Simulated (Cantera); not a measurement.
What does this Cantera script print?

```python
import numpy as np
import cantera as ct

gas = ct.Solution("gri30.yaml")
gas.TPX = 1248, 101325, {'CH2O': 0.01, 'O2': 0.0052, 'N2': 1}
inlet = ct.Reservoir(gas, clone=True)

reactor = ct.IdealGasConstPressureReactor(gas, energy="off", clone=False)
exhaust = ct.Reservoir(gas, clone=True)
tau = [12, 5.1, 2.1, 0.89, 0.37, 0.15, 0.064, 0.027, 0.011, 0.0046, 0.0019][0]
for a, b in ((inlet, reactor), (reactor, exhaust)):
    ct.MassFlowController(a, b, mdot=lambda t: reactor.mass / tau)
net = ct.ReactorNet([reactor])
show = ['CH2O', 'O2', 'HCO', 'CO', 'CH3', 'NO', 'CH4']

rows = []
print(f"{'tau/s':>10s}{'T/K':>9s}" + "".join(f"{s:>11s}" for s in show))
for tau in [12, 5.1, 2.1, 0.89, 0.37, 0.15, 0.064, 0.027, 0.011, 0.0046, 0.0019]:
    net.initial_time = 0.0
    net.advance(30 * tau)
    before = gas.X
    net.advance(40 * tau)
    drift = np.max(np.abs(gas.X - before) / (gas.X + 1e-9))
    rows.append([gas.T, *gas[show].X, drift])
    print(f"{tau:10.3e}{gas.T:9.1f}" + "".join(f"{x:11.3e}" for x in gas[show].X))
```

Output:

```
     tau/s      T/K       CH2O         O2        HCO         CO        CH3         NO        CH4
 1.200e+01   1248.0  1.082e-07  3.225e-06  1.958e-09  5.276e-03  7.367e-10  3.739e-08  1.303e-08
 5.100e+00   1248.0  1.689e-07  5.045e-06  3.335e-09  5.292e-03  1.293e-09  5.614e-08  2.106e-08
 2.100e+00   1248.0  2.703e-07  8.102e-06  6.010e-09  5.320e-03  2.234e-09  8.168e-08  3.427e-08
 8.900e-01   1248.0  4.314e-07  1.299e-05  1.105e-08  5.362e-03  3.696e-09  1.111e-07  5.442e-08
 3.700e-01   1248.0  7.090e-07  2.149e-05  2.143e-08  5.432e-03  6.048e-09  1.449e-07  8.640e-08
 1.500e-01   1248.0  1.216e-06  3.723e-05  4.398e-08  5.549e-03  9.728e-09  1.834e-07  1.356e-07
 6.400e-02   1248.0  2.098e-06  6.519e-05  8.928e-08  5.725e-03  1.451e-08  2.235e-07  1.977e-07
 2.700e-02   1248.0  3.846e-06  1.218e-04  1.879e-07  6.001e-03  2.032e-08  2.625e-07  2.689e-07
 1.100e-02   1248.0  7.856e-06  2.534e-04  4.199e-07  6.444e-03  2.673e-08  2.786e-07  3.372e-07
 4.600e-03   1248.0  1.795e-05  5.623e-04  9.531e-07  7.101e-03  3.407e-08  2.245e-07  3.967e-07
 1.900e-03   1248.0  5.594e-05  1.355e-03  2.319e-06  8.097e-03  4.782e-08  8.629e-08  4.856e-07
```

Computed with Cantera and GRI-Mech 3.0 (53 species, 325 reactions).
